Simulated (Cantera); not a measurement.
# Equilibrium for carbon deposition, reforming and gasification: CO + O₂ + N₂

Input: 1 mol CO, a varied amount of O₂, 36 mol N₂, held at 2373.15 K and 101000 Pa.

Equilibrium computed with Cantera from the NASA thermochemical tables; the gas is ideal and each condensed phase is pure. Candidate condensed phases: C; 24 gas species. The numbers say what is thermodynamically allowed, not how fast it happens.

From 0.031 mol O₂ to 0.33 mol O₂ nothing is condensed. The main C-bearing gas is CO at 0.031 mol O₂ and CO₂ at 0.33 mol O₂.

| n(O₂) (mol) | x N₂ | x CO | x CO₂ | x NO |
|---|---|---|---|---|
| 0.031 | 0.973 | 0.0254 | 0.00161 | 5.05e-5 |
| 0.042 | 0.973 | 0.0248 | 0.00218 | 6.98e-5 |
| 0.057 | 0.973 | 0.0241 | 0.00296 | 9.76e-5 |
| 0.076 | 0.973 | 0.0231 | 0.00393 | 0.000135 |
| 0.1 | 0.973 | 0.0219 | 0.00515 | 0.000187 |
| 0.14 | 0.973 | 0.0199 | 0.00715 | 0.000286 |
| 0.18 | 0.972 | 0.0179 | 0.00909 | 0.000403 |
| 0.25 | 0.972 | 0.0147 | 0.0123 | 0.000662 |
| 0.33 | 0.971 | 0.0116 | 0.0154 | 0.00106 |
x: gas mole fraction; nothing condenses.
